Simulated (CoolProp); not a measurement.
The fluid at 298.15 K and 2.96 MPa (stagnation) flows isentropically through a choked orifice. The same conditions are run with several fluids, on thermodynamics alone (safety and materials aside).

Model: reference Helmholtz-energy equation of state of each fluid (methane: Setzmann 1991; dry air: Lemmon 2000; CF4 (R14): Platzer 1990; C2F6 (R116): Lemmon 2006; oxygen: Schmidt 1985), in CoolProp. The equations of Platzer and Polt are older, rougher fits. Blends and air are pseudo-pure fits.

| fluid | throat to inlet pressure ratio | mass flux (kg/(m² s)) | throat temperature (K) |
|---|---|---|---|
| methane | ? | 5190 | 256.0 |
| dry air | 0.524 | ? | 247.1 |
| CF4 (R14) | 0.576 | ? | 272.5 |
| C2F6 (R116) | 0.649 | 16600 | ? |
| oxygen | 0.526 | 7380 | ? |

Q: What belongs in the gaps?

A: 
- methane, throat to inlet pressure ratio: 0.542
- dry air, mass flux (kg/(m² s)): 7010
- CF4 (R14), mass flux (kg/(m² s)): 11900
- C2F6 (R116), throat temperature (K): 278.4
- oxygen, throat temperature (K): 247.5
